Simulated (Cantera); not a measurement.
Input: 1 mol (CH3)2SiCl2, 0.33 mol CH4, 20 mol H2, at 1773 K and 7.20 Torr.

Equilibrium computed with Cantera from the NASA thermochemical tables; the gas is ideal and each condensed phase is pure. Candidate condensed phases: C, C6H6, C7H8, C8H18, Si, SiC; 109 gas species. The feed counts by its element totals alone. Kinetics and transport are ignored.

Base state: H2 0.917, HCl 0.0798, H 0.00278, SiCl2 0.000475, Cl 0.000186, C2H2 (acetylene) 0.000128 (mole fractions); condensed: C(graphite) + SiC(s).

Task: What changes in the equilibrium state with this change: temperature from 1773 K to 2573.15 K?

Result: 
```csv
species,before,after
H2,0.917,0.616
H,0.00278,0.275
HCl,0.0798,0.0501
Si,4.71e-6,0.0238
Cl,0.000186,0.0157
C3,<1e-9,0.000156
SiC2,5.86e-8,0.00756
C2H,3.04e-9,0.000335
C,<1e-9,4.60e-5
"C(graphite), mol",1.34,1.28
"SiC(s), mol",0.988,0
```
The tables' values for SiCl are old estimates; treat these amounts as uncertain. Gases not in the tables: Si2H6 and higher silanes.
